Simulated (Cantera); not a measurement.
# Fe3O4 + HCl + O2 (chemical vapour transport)

Input: 1 mol Fe3O4, 1.5 mol HCl, 0.35 mol O2, held at 75.0 Torr.

These are equilibrium values from Cantera (NASA tables, ideal gas, pure condensed phases), not measurements of a reactor. Candidate condensed phases: Fe, FeCl2, FeCl3, FeO, Fe(OH)2, Fe(OH)3, Fe2O3, Fe3O4, H2O; 22 gas species. Mutual solubility and eutectic melting of coexisting phases are not modelled. Rates play no part.

| T (K) | x HCl | x O2 | x H2O | x FeCl2 | x Cl | x Cl2 | x FeCl3 | n Fe2O3(s) | n Fe3O4(s) |
|---|---|---|---|---|---|---|---|---|---|
| 1448 | 0.694 | 0.0711 | 0.117 | 0.0774 | 0.0146 | 0.0129 | 0.0129 | 1.43 | 0 |
| 1473 | 0.675 | 0.0743 | 0.124 | 0.0884 | 0.0159 | 0.0107 | 0.0115 | 1.42 | 0 |
| 1498 | 0.654 | 0.0774 | 0.132 | 0.0996 | 0.0172 | 0.00892 | 0.0102 | 1.41 | 0 |
| 1523 | 0.626 | 0.0934 | 0.138 | 0.107 | 0.0192 | 0.00797 | 0.00891 | 1.25 | 0.103 |
| 1548 | 0.562 | 0.169 | 0.130 | 0.0992 | 0.0232 | 0.00846 | 0.00741 | 0.312 | 0.727 |
| 1573 | 0.533 | 0.193 | 0.132 | 0.103 | 0.0254 | 0.00741 | 0.00628 | 0 | 0.932 |
| 1598 | 0.518 | 0.194 | 0.139 | 0.111 | 0.0272 | 0.00625 | 0.00544 | 0 | 0.927 |
| 1623 | 0.503 | 0.194 | 0.145 | 0.118 | 0.0289 | 0.00528 | 0.00470 | 0 | 0.923 |
| 1648 | 0.488 | 0.195 | 0.151 | 0.126 | 0.0306 | 0.00446 | 0.00405 | 0 | 0.918 |
x: gas mole fraction; n: condensed amount in mol.

From 1448 K to 1498 K the condensed part is Fe2O3(s). From 1523 K to 1548 K the condensed part is Fe2O3(s) + Fe3O4(s). From 1573 K to 1648 K the condensed part is Fe3O4(s). The main Fe-bearing gas is FeCl2 throughout. The share of Fe in condensed phases is highest at 1448 K (95.1 %) and lowest at 1648 K (91.8 %).
